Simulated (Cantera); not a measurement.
An adiabatic, constant-pressure homogeneous reactor starts with CH3OH : O2 : N2 = 1 : 3.06 : 11.5 (molar parts), at 1600 K and 2.70 bar. Integrator tolerance rtol = 1e-08.

Detailed kinetics in Cantera: GRI-Mech 3.0 (53 species, 325 reactions). GRI-Mech 3.0 was tuned for natural gas; its chemistry of methanol as a main component is partial and can be far from experiment.

### Question
What does this change do: initial temperature 1600 to 1125 K?

### Answer
| quantity | before | after |
|---|---|---|
| time of steepest temperature rise | 53.3 µs | 18.0 ms |
| temperature at 1.00 s | 2518 K | 2176 K |
| equilibrium temperature | 2518 K | 2176 K |
| x(CH3OH) at 1.00 s | <1e-12 (gas-phase equilibrium <1e-12) | <1e-12 (gas-phase equilibrium <1e-12) |
| x(O2) at 1.00 s | 0.0884 (gas-phase equilibrium 0.0884) | 0.0926 (gas-phase equilibrium 0.0926) |
| x(H2O) at 1.00 s | 0.116 (gas-phase equilibrium 0.116) | 0.122 (gas-phase equilibrium 0.122) |
| x(C2H2) at 1.00 s | <1e-12 (gas-phase equilibrium <1e-12) | <1e-12 (gas-phase equilibrium <1e-12) |
| x(HCO) at 1.00 s | 1.17e-9 (gas-phase equilibrium 1.17e-9) | 1.97e-11 (gas-phase equilibrium 1.97e-11) |

### Question
What does this change do: constant volume in place of constant pressure?

### Answer
```json
[
 {"quantity": "time of steepest temperature rise", "before": "53.3 µs", "after": "46.3 µs"},
 {"quantity": "temperature at 1.00 s", "before": "2518 K", "after": "2687 K"},
 {"quantity": "equilibrium temperature", "before": "2518 K", "after": "2687 K"},
 {"quantity": "x(CH3OH) at 1.00 s", "before": "<1e-12 (gas-phase equilibrium <1e-12)", "after": "<1e-12 (gas-phase equilibrium <1e-12)"},
 {"quantity": "x(O2) at 1.00 s", "before": "0.0884 (gas-phase equilibrium 0.0884)", "after": "0.0860 (gas-phase equilibrium 0.0860)"},
 {"quantity": "x(H2O) at 1.00 s", "before": "0.116 (gas-phase equilibrium 0.116)", "after": "0.113 (gas-phase equilibrium 0.113)"},
 {"quantity": "x(C2H2) at 1.00 s", "before": "<1e-12 (gas-phase equilibrium <1e-12)", "after": "<1e-12 (gas-phase equilibrium <1e-12)"},
 {"quantity": "x(HCO) at 1.00 s", "before": "1.17e-9 (gas-phase equilibrium 1.17e-9)", "after": "5.04e-9 (gas-phase equilibrium 5.04e-9)"}
]
```
